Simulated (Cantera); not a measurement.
Input (Python, Cantera):

```python
import numpy as np
import cantera as ct

gas = ct.Solution("gri30.yaml")
gas.TPX = 1750, 1000000, {'CH4': 1, 'O2': 2.06, 'N2': 7.75}
reactor = ct.IdealGasConstPressureReactor(gas, energy="on", clone=False)
net = ct.ReactorNet([reactor])
net.rtol, net.atol = 1e-08, 1e-16
show = ['CH4', 'O2', 'C2H2', 'N2O', 'C2H4', 'HCN']
times = np.geomspace(3e-06, 3, 16)

steps = ct.SolutionArray(gas, extra=["t"])
rows = []
print(f"{'t/s':>10s}{'T/K':>9s}{'P/Pa':>11s}" + "".join(f"{s:>11s}" for s in show))
for t in times:
    while net.time < t:
        t_next = net.step()
        steps.append(gas.state, t=t_next)
    rows.append([np.interp(t, steps.t, y) for y in (steps.T, steps.P, *steps(*show).X.T)])
    print(f"{t:10.3e}{rows[-1][0]:9.1f}{rows[-1][1]:11.4g}" + "".join(f"{x:11.3e}" for x in rows[-1][2:]))
rate = np.gradient(steps.T, steps.t)
print("integrator steps:", len(steps.t))
if steps.T.max() > steps.T[0] + 200:
    print(f"time of steepest temperature rise: {steps.t[rate.argmax()]:.4e} s")
gas.TPX = 1750, 1000000, {'CH4': 1, 'O2': 2.06, 'N2': 7.75}
gas.equilibrate("HP")
print(f"equilibrium (HP): T = {gas.T:.1f} K  " + "  ".join(f"{s} {gas[s].X[0]:.3e}" for s in show))
```

It prints:

```
       t/s      T/K       P/Pa        CH4         O2       C2H2        N2O       C2H4        HCN
 3.000e-06   1749.6      1e+06  9.224e-02  1.905e-01  1.172e-09  1.327e-09  1.359e-06  1.735e-13
 7.536e-06   1751.6      1e+06  9.101e-02  1.898e-01  1.187e-07  6.711e-09  3.951e-05  2.447e-12
 1.893e-05   1830.2      1e+06  7.306e-02  1.761e-01  4.940e-05  8.135e-08  1.640e-03  6.747e-10
 4.755e-05   3007.8      1e+06  3.926e-14  2.299e-02  8.523e-17  2.006e-06  1.946e-21  3.292e-09
 1.194e-04   2998.2      1e+06  4.297e-14  2.074e-02  9.076e-17  2.087e-06  2.172e-21  5.928e-09
 3.000e-04   2991.8      1e+06  4.566e-14  1.932e-02  9.460e-17  2.205e-06  2.338e-21  7.689e-09
 7.536e-04   2991.1      1e+06  4.595e-14  1.918e-02  9.501e-17  2.220e-06  2.356e-21  7.873e-09
 1.893e-03   2991.1      1e+06  4.595e-14  1.918e-02  9.501e-17  2.220e-06  2.356e-21  7.873e-09
 4.755e-03   2991.1      1e+06  4.595e-14  1.918e-02  9.501e-17  2.220e-06  2.356e-21  7.873e-09
 1.194e-02   2991.1      1e+06  4.595e-14  1.918e-02  9.501e-17  2.220e-06  2.356e-21  7.873e-09
 3.000e-02   2991.1      1e+06  4.595e-14  1.918e-02  9.501e-17  2.220e-06  2.356e-21  7.873e-09
 7.536e-02   2991.1      1e+06  4.595e-14  1.918e-02  9.501e-17  2.220e-06  2.356e-21  7.873e-09
 1.893e-01   2991.1      1e+06  4.595e-14  1.918e-02  9.501e-17  2.220e-06  2.356e-21  7.873e-09
 4.755e-01   2991.1      1e+06  4.595e-14  1.918e-02  9.501e-17  2.220e-06  2.356e-21  7.873e-09
 1.194e+00   2991.1      1e+06  4.595e-14  1.918e-02  9.501e-17  2.220e-06  2.356e-21  7.873e-09
 3.000e+00   2991.1      1e+06  4.595e-14  1.918e-02  9.501e-17  2.220e-06  2.356e-21  7.873e-09
integrator steps: 1763
time of steepest temperature rise: 2.3253e-05 s
equilibrium (HP): T = 2991.1 K  CH4 5.873e-14  O2 1.918e-02  C2H2 1.008e-16  N2O 2.220e-06  C2H4 2.569e-21  HCN 7.873e-09
```

Detailed kinetics in Cantera: GRI-Mech 3.0 (53 species, 325 reactions). Above 3000 K some thermodynamic fits are extrapolated.
